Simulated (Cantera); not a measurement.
An adiabatic, constant-volume homogeneous reactor starts with H₂ : O₂ : N₂ : H₂O = 1 : 0.385 : 1.45 : 0.086 (molar parts), equivalence ratio 1.3, at 1400 K and 37000 Pa.

Computed with Cantera and the H2/O2 subset of GRI-Mech 3.0, which has no nitrogen chemistry.

Question: Predict: time of steepest temperature rise; temperature at 0.200 s; equilibrium temperature; x(H₂) at 0.200 s; x(O₂) at 0.200 s; x(H₂O) at 0.200 s; x(O) at 0.200 s; x(H) at 0.200 s; x(H₂O₂) at 0.200 s; x(HO₂) at 0.200 s.

Answer: 
```
Item                                                                 Value
---------------------------------  ---------------------------------------
time of steepest temperature rise                                  51.4 µs
temperature at 0.200 s                                              2866 K
equilibrium temperature                                             2866 K
x(H₂) at 0.200 s                       0.104 (gas-phase equilibrium 0.104)
x(O₂) at 0.200 s                   0.00756 (gas-phase equilibrium 0.00756)
x(H₂O) at 0.200 s                      0.267 (gas-phase equilibrium 0.267)
x(O) at 0.200 s                    0.00735 (gas-phase equilibrium 0.00735)
x(H) at 0.200 s                      0.0400 (gas-phase equilibrium 0.0400)
x(H₂O₂) at 0.200 s                 2.71e-7 (gas-phase equilibrium 2.71e-7)
x(HO₂) at 0.200 s                  4.04e-6 (gas-phase equilibrium 4.04e-6)
```
